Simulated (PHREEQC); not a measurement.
**Brine: an equilibrium model**

Consider water at 25 °C with 1.2 mol NaOH and 0.33 mol NaHCO3 per kg of water. Closed to the air; pH follows from the charge balance.

Computed with PHREEQC (Pitzer model, pitzer.dat).

Each row changes one thing in this solution. No solid was allowed to form.

```json
[
 {"case": "as made", "pH": "13.79", "ionic strength (mol/kgw)": "1.86"},
 {"case": "NaHCO3 left out", "pH": "13.93", "ionic strength (mol/kgw)": "1.20"},
 {"case": "diluted 10-fold with water", "pH": "12.80", "ionic strength (mol/kgw)": "0.186"},
 {"case": "NaOH left out", "pH": "7.91", "ionic strength (mol/kgw)": "0.336"},
 {"case": "NaHCO3 from 0.33 to 0.495 mol/kgw", "pH": "13.71", "ionic strength (mol/kgw)": "2.19"},
 {"case": "diluted 5-fold with water", "pH": "13.08", "ionic strength (mol/kgw)": "0.372"},
 {"case": "temperature from 25 to 75 °C", "pH": "12.49", "ionic strength (mol/kgw)": "1.86"}
]
```

In brines, pH and single-ion activities rest on the MacInnes convention. Constants without temperature data keep their 25 °C values here.
